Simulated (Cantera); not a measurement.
What does this Cantera script print?

```python
import numpy as np
import cantera as ct

gas = ct.Solution("gri30.yaml")
gas.TPX = 1125, 16000, {'N2O': 1, 'H2O': 0.098}
reactor = ct.IdealGasConstPressureReactor(gas, energy="off", clone=False)
net = ct.ReactorNet([reactor])
net.rtol, net.atol = 1e-08, 1e-18
show = ['N2O', 'H2O', 'H2O2', 'NO', 'H2', 'O2']
times = np.geomspace(2e-05, 80, 13)

steps = ct.SolutionArray(gas, extra=["t"])
rows = []
print(f"{'t/s':>10s}{'T/K':>9s}{'P/Pa':>11s}" + "".join(f"{s:>11s}" for s in show))
for t in times:
    while net.time < t:
        t_next = net.step()
        steps.append(gas.state, t=t_next)
    rows.append([np.interp(t, steps.t, y) for y in (steps.T, steps.P, *steps(*show).X.T)])
    print(f"{t:10.3e}{rows[-1][0]:9.1f}{rows[-1][1]:11.4g}" + "".join(f"{x:11.3e}" for x in rows[-1][2:]))
rate = np.gradient(steps.T, steps.t)
print("integrator steps:", len(steps.t))
if steps.T.max() > steps.T[0] + 200:
    print(f"time of steepest temperature rise: {steps.t[rate.argmax()]:.4e} s")
gas.TPX = 1125, 16000, {'N2O': 1, 'H2O': 0.098}
gas.equilibrate("TP")
print(f"equilibrium (TP): T = {gas.T:.1f} K  " + "  ".join(f"{s} {gas[s].X[0]:.3e}" for s in show))
```

Output:

```
       t/s      T/K       P/Pa        N2O        H2O       H2O2         NO         H2         O2
 2.000e-05   1125.0    1.6e+04  9.107e-01  8.925e-02  5.245e-17  7.101e-09  7.608e-16  4.278e-08
 7.099e-05   1125.0    1.6e+04  9.107e-01  8.925e-02  8.040e-15  6.657e-08  1.380e-13  4.010e-07
 2.520e-04   1125.0    1.6e+04  9.107e-01  8.925e-02  8.878e-13  4.056e-07  8.237e-12  2.444e-06
 8.944e-04   1125.0    1.6e+04  9.107e-01  8.925e-02  6.716e-11  1.689e-06  1.978e-10  1.019e-05
 3.175e-03   1125.0    1.6e+04  9.106e-01  8.925e-02  7.074e-09  6.206e-06  2.775e-09  3.798e-05
 1.127e-02   1125.0    1.6e+04  9.103e-01  8.923e-02  1.449e-07  2.065e-05  2.124e-08  1.418e-04
 4.000e-02   1125.0    1.6e+04  9.091e-01  8.920e-02  1.180e-07  6.141e-05  7.135e-08  5.179e-04
 1.420e-01   1125.0    1.6e+04  9.049e-01  8.907e-02  6.726e-08  1.824e-04  8.965e-08  1.846e-03
 5.040e-01   1125.0    1.6e+04  8.901e-01  8.862e-02  3.320e-08  6.470e-04  4.681e-08  6.502e-03
 1.789e+00   1125.0    1.6e+04  8.410e-01  8.713e-02  1.587e-08  2.481e-03  2.665e-08  2.226e-02
 6.350e+00   1125.0    1.6e+04  6.951e-01  8.265e-02  1.199e-08  8.202e-03  2.085e-08  6.948e-02
 2.254e+01   1125.0    1.6e+04  3.852e-01  7.314e-02  1.013e-08  2.011e-02  2.157e-08  1.701e-01
 8.000e+01   1125.0    1.6e+04  7.726e-02  6.370e-02  6.138e-09  3.066e-02  1.991e-08  2.709e-01
integrator steps: 1441
equilibrium (TP): T = 1125.0 K  N2O 3.050e-09  H2O 6.133e-02  H2O2 1.607e-10  NO 1.161e-04  H2 6.651e-10  O2 3.128e-01
```

Cantera simulation using GRI-Mech 3.0 (53 species, 325 reactions); the numbers are that mechanism's predictions, not measurements. GRI-Mech 3.0 was tuned for natural gas; its chemistry of N2O as a main component is partial and can be far from experiment. The mechanism lacks the step 2 NO + O2 → 2 NO2, which can matter for NO2 below about 1400 K. The temperature is held fixed by assumption; the heat of reaction is taken as removed at once.
